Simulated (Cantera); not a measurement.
An adiabatic, constant-volume homogeneous reactor starts with CH₄ : H₂ : O₂ : N₂ = 1 : 0.7 : 2.5 : 9.4 (molar parts), equivalence ratio 0.94, at 1298 K and 7500 Torr. Integrator tolerance rtol = 1e-08.

Detailed kinetics in Cantera: GRI-Mech 3.0 (53 species, 325 reactions). Above 3000 K some thermodynamic fits are extrapolated.

| quantity | before | after |
|---|---|---|
| time of steepest temperature rise | 98.5 µs | 0.168 ms |
| temperature at 1.00 s | 3026 K | 2973 K |
| equilibrium temperature | 3026 K | 2973 K |
| x(CH₄) at 1.00 s | <1e-12 (gas-phase equilibrium <1e-12) | <1e-12 (gas-phase equilibrium <1e-12) |
| x(H₂) at 1.00 s | 0.0130 (gas-phase equilibrium 0.0130) | 0.0146 (gas-phase equilibrium 0.0146) |
| x(O₂) at 1.00 s | 0.0185 (gas-phase equilibrium 0.0185) | 0.0199 (gas-phase equilibrium 0.0199) |
| x(CH₂CO) at 1.00 s | <1e-12 (gas-phase equilibrium <1e-12) | <1e-12 (gas-phase equilibrium <1e-12) |
| x(H) at 1.00 s | 0.00406 (gas-phase equilibrium 0.00406) | 0.00521 (gas-phase equilibrium 0.00521) |
| x(CH₃) at 1.00 s | <1e-12 (gas-phase equilibrium <1e-12) | <1e-12 (gas-phase equilibrium <1e-12) |

Problem. Name the change that produced these shifts.
A. initial temperature 1298 to 1175 K
B. pressure from 7500 Torr to 3750 Torr
C. pressure from 7500 Torr to 1650 Torr
D. initial temperature 1298 to 1723 K

Solution. B, pressure from 7500 Torr to 3750 Torr
